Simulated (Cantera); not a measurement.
Input (Python, Cantera) and output of one run.

```python
import numpy as np
import cantera as ct

gas_names = [...]  # 151 gases of nasa_gas.yaml made of C, H, N, O, Si
cond_names = """
    C(gr) C6H6(L) C7H8(L) C8H18(L),n-octa H2O(s) H2O(L) Si(cr) Si(L) SiC(b) SiO2(Lqz) SiO2(hqz) SiO2(L)
    Si2N2O(s) Si3N4(a)
""".split()


# ... load() reads the species with a 1 bar reference pressure and builds the phases ...
atoms = {
    'TEOS': {'Si': 1, 'C': 8, 'H': 20, 'O': 4},
    'H2O': {'H': 2, 'O': 1},
    'N2': {'N': 2},
}
top_T = {'C(gr)': 4500, 'SiC(b)': 3050, 'Si2N2O(s)': 2100, 'Si3N4(a)': 2400}  # K; cautious upper limits of use, not melting points


# ... equilibrate(T, P, feed) seeds the gas with the atoms and calls Mixture.equilibrate('TP', solver="vcs", rtol=1e-11, max_steps=5000) ...
results = []
feed = {'TEOS': 1, 'H2O': 1.1, 'N2': 14}  # mol
T = 1323  # K
for P in [5, 21, 85, 350, 1400, 5900, 24000, 100000]:
    mix = equilibrate(T, P, feed)
    results.append((T, P, feed, dict(zip(mix.species_names, mix.species_moles))))
    x = sorted(zip(gas.X, gas.species_names), reverse=True)
    print(f"T = {T:g} K  P = {P:g} Pa  gas = {mix.phase_moles(0):.4g} mol")
    print("   x: " + "  ".join(f"{s} {v:.3e}" for v, s in x if v > 1e-06))
    print("   condensed (mol): " + ("  ".join(f"{mix.phase(i).name} {mix.phase_moles(i):.4g}"
          for i in range(1, mix.n_phases) if mix.phase_moles(i) > 1e-12) or "none"))
```

Output:

```
T = 1323 K  P = 5 Pa  gas = 30.2 mol
   x: N2 4.635e-01  H2 3.674e-01  CO 1.687e-01  SiO 1.424e-04  H 1.359e-04  HCN 1.057e-04
   condensed (mol): C(gr) 1.905  SiC(b) 0.9957
T = 1323 K  P = 21 Pa  gas = 29.2 mol
   x: N2 4.623e-01  H2 3.800e-01  CO 1.575e-01  HCN 1.074e-04  SiO 1.071e-04  H 6.746e-05
   condensed (mol): C(gr) 3.398  Si2N2O(s) 0.4984
T = 1323 K  P = 85 Pa  gas = 29.2 mol
   x: N2 4.623e-01  H2 3.800e-01  CO 1.575e-01  HCN 1.074e-04  H 3.353e-05  SiO 2.647e-05
   condensed (mol): C(gr) 3.397  Si2N2O(s) 0.4996
T = 1323 K  P = 350 Pa  gas = 29.2 mol
   x: N2 4.623e-01  H2 3.801e-01  CO 1.575e-01  HCN 1.074e-04  H 1.653e-05  SiO 6.429e-06  CH4 3.437e-06  H2O 1.536e-06
   condensed (mol): C(gr) 3.397  Si2N2O(s) 0.4999
T = 1323 K  P = 1400 Pa  gas = 29.2 mol
   x: N2 4.623e-01  H2 3.801e-01  CO 1.575e-01  HCN 1.074e-04  CH4 1.375e-05  H 8.263e-06  H2O 6.144e-06  SiO 1.607e-06  CO2 1.373e-06
   condensed (mol): C(gr) 3.397  Si2N2O(s) 0.5
T = 1323 K  P = 5900 Pa  gas = 29.2 mol
   x: N2 4.623e-01  H2 3.800e-01  CO 1.575e-01  HCN 1.074e-04  CH4 5.790e-05  H2O 2.589e-05  CO2 5.784e-06  H 4.025e-06  NH3 1.065e-06
   condensed (mol): C(gr) 3.396  Si2N2O(s) 0.5
T = 1323 K  P = 24000 Pa  gas = 28.78 mol
   x: N2 4.761e-01  H2 3.850e-01  CO 1.383e-01  CH4 2.419e-04  HCN 1.097e-04  H2O 9.372e-05  CO2 1.815e-05  NH3 4.484e-06  H 2.009e-06
   condensed (mol): C(gr) 4.008  SiO2(hqz) 0.4097  Si2N2O(s) 0.2951
T = 1323 K  P = 100000 Pa  gas = 28.16 mol
   x: N2 4.971e-01  H2 3.917e-01  CO 1.097e-01  CH4 1.043e-03  H2O 3.149e-04  HCN 1.130e-04  CO2 4.753e-05  NH3 1.959e-05
   condensed (mol): C(gr) 4.878  SiO2(hqz) 1
```

Equilibrium computed with Cantera from the NASA thermochemical tables; the gas is ideal and each condensed phase is pure. The feed counts by its element totals alone. N2 is the only nitrogen source here; it is nearly inert below about 1500 K, so the nitride shown seldom forms there in practice. Mutual solubility and eutectic melting of coexisting phases are not modelled. The tables hold silica as quartz up to 1696 K and as liquid above; real silica turns to tridymite and cristobalite and melts near 1996 K.
